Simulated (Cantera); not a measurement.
# Nitride etching: Si₃N₄ + Cl₂ + H₂ + NF₃

Input: 1 mol Si₃N₄, 1.1 mol Cl₂, 12 mol H₂, a varied amount of NF₃, equilibrated at 0.240 Torr.

These are equilibrium values from Cantera (NASA tables, ideal gas, pure condensed phases), not measurements of a reactor. Candidate condensed phases: NH₄Cl, Si, Si₃N₄; 49 gas species. The tables' values for SiCl₃, SiF₂, SiF₃ are old estimates. Equilibrium is a limit: real reactors are often held back by kinetics, nucleation or transport.

### Question
Map the stable condensed phases over T = 1598, 1648, 1698, 1748, 1798, 1848, 1898, 1948, 1998, 2048, 2098, 2148 K and n(NF₃) in mol = 1.1, 1.5, 2, 2.7, 3.7, 5, 6.8, 9.2, 13, 17.

### Answer
```
T in K \ n(NF₃) in mol
         1.1 1.5   2 2.7 3.7   5 6.8 9.2  13  17
   2148    A   A   A   A   A   A   A   A   A   A
   2098    A   A   A   A   A   A   A   A   A   A
   2048    A   A   A   A   A   A   A   A   A   A
   1998    A   A   A   A   A   A   A   A   A   A
   1948    A   A   A   A   A   A   A   A   A   A
   1898    B   A   A   A   A   A   A   A   A   A
   1848    B   B   A   A   A   A   A   A   A   A
   1798    B   B   A   A   A   A   A   A   A   A
   1748    B   B   A   A   A   A   A   A   A   A
   1698    B   B   A   A   A   A   A   A   A   A
   1648    B   B   B   A   A   A   A   A   A   A
   1598    B   B   B   A   A   A   A   A   A   A
```
A: gas only; B: Si.
